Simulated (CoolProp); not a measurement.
Saturated liquid density (kg/m³) of isopentane: the reference equation beside estimates from Tc = 187.2 °C, pc = 33.78 bar, ω = 0.227. Rackett uses Z = 0.29056 − 0.08775 ω.

The numbers come from the reference Helmholtz-energy equation of state, Lemmon 2006 in CoolProp. It is a short technical equation, of lower accuracy than the large ones.

```tsv
T (°C)	reference	Rackett	van der Waals	Redlich-Kwong	Soave-Redlich-Kwong	Peng-Robinson
-16.95	655.9	663.2	___	597.0	610.3	687.9
-5.25	644.8	651.8	397.3	586.0	600.3	677.2
6.45	633.5	640.1	390.5	574.4	589.8	665.9
18.15	621.9	628.1	383.5	562.2	578.7	653.9
29.95	609.9	615.6	376.2	549.3	566.7	640.9
41.65	597.6	602.8	368.5	535.9	___	627.1
53.35	584.9	589.5	360.5	521.7	540.6	612.3
65.05	571.7	575.7	352.1	___	526.2	___
```

Some entries are withheld; supply them.


- -16.95, van der Waals: 403.8
- 41.65, Soave-Redlich-Kwong: 554.1
- 65.05, Redlich-Kwong: 506.7
- 65.05, Peng-Robinson: 596.4

Absolute difference from the reference over all 8 rows, mean and median: Rackett 0.9 and 1.0 %, van der Waals 38.4 and 38.4 %, Redlich-Kwong 9.9 and 9.8 %, Soave-Redlich-Kwong 7.2 and 7.0 %, Peng-Robinson 4.9 and 5.0 %.
